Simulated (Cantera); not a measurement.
Adiabatic ignition

An adiabatic, constant-pressure homogeneous reactor starts with CH4 : H2 : O2 : N2 = 1 : 0.24 : 4.42 : 16.6 (molar parts), equivalence ratio 0.48, at 1325 K and 3830 Torr.

Computed with Cantera and GRI-Mech 3.0 (53 species, 325 reactions).

```csv
t (s),T (K),x CH4,x H2,x O2,x O,x H2O,x NO
7.00e-6,1325,0.0449,0.0108,0.199,2.12e-9,8.98e-8,<1e-12
2.28e-5,1325,0.0449,0.0108,0.199,7.19e-9,8.00e-7,<1e-12
7.40e-5,1325,0.0449,0.0108,0.199,8.88e-8,2.05e-5,<1e-12
0.000240,1337,0.0430,0.0104,0.197,1.48e-6,0.00196,5.15e-12
0.000782,2312,<1e-12,0.000305,0.103,0.000761,0.0985,0.000138
0.00254,2311,<1e-12,0.000304,0.102,0.000756,0.0985,0.000613
0.00826,2309,<1e-12,0.000300,0.102,0.000741,0.0985,0.00204
0.0269,2301,<1e-12,0.000291,0.100,0.000706,0.0986,0.00551
0.0873,2293,<1e-12,0.000280,0.0981,0.000666,0.0987,0.00951
0.284,2292,<1e-12,0.000279,0.0977,0.000659,0.0987,0.0103
0.923,2292,<1e-12,0.000279,0.0977,0.000659,0.0987,0.0103
3.00,2292,<1e-12,0.000279,0.0977,0.000659,0.0987,0.0103
```
x: mole fraction; the columns are a selection and need not sum to one.

```
Item                                                                   Value
---------------------------------  -----------------------------------------
time of steepest temperature rise                                   0.392 ms
temperature at 3.00 s                                                 2292 K
equilibrium temperature                                               2292 K
x(CH4) at 3.00 s                       <1e-12 (gas-phase equilibrium <1e-12)
x(H2) at 3.00 s                    0.000279 (gas-phase equilibrium 0.000279)
x(O2) at 3.00 s                        0.0977 (gas-phase equilibrium 0.0977)
```
